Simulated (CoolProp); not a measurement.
R22 along the isotherm 344.1 K: density (kg/m³) from the reference equation and from simpler models built on Tc = 369.3 K, pc = 49.90 bar, ω = 0.221; each cubic takes its own stable root.

Values from CoolProp's reference Helmholtz-energy equation of state, Kamei 1995.

| p (bar) | phase | reference | van der Waals | Soave-Redlich-Kwong | Peng-Robinson |
|---|---|---|---|---|---|
| 8.32 | gas | 27.26 | 26.81 | 27.19 | 27.39 |
| 16.6 | gas | 60.22 | 57.80 | 59.79 | 60.74 |
| 25 | gas | 104.9 | 96.50 | 103.0 | 105.8 |
| 33.3 | liquid | 970.1 | 150.1 | 802.4 | 906.0 |
| 41.6 | liquid | 987.9 | 598.4 | 829.4 | 934.9 |
| 49.9 | liquid | 1003 | 626.8 | 851.5 | 958.6 |
| 58.2 | liquid | 1016 | 647.3 | 870.3 | 979.0 |
| 66.5 | liquid | 1027 | 663.7 | 886.8 | 997.0 |
| 74.9 | liquid | 1038 | 677.6 | 901.8 | 1013 |
| 83.2 | liquid | 1048 | 689.5 | 915.2 | 1028 |
| 91.5 | liquid | 1056 | 700.1 | 927.5 | 1041 |
| 99.8 | liquid | 1065 | 709.5 | 938.9 | 1054 |
| 108 | liquid | 1072 | 718.1 | 949.4 | 1065 |
| 116 | liquid | 1079 | 725.7 | 959.0 | 1076 |
| 125 | liquid | 1087 | 733.7 | 969.1 | 1087 |

At some of these states van der Waals gives the other phase, because its saturation line lies elsewhere.
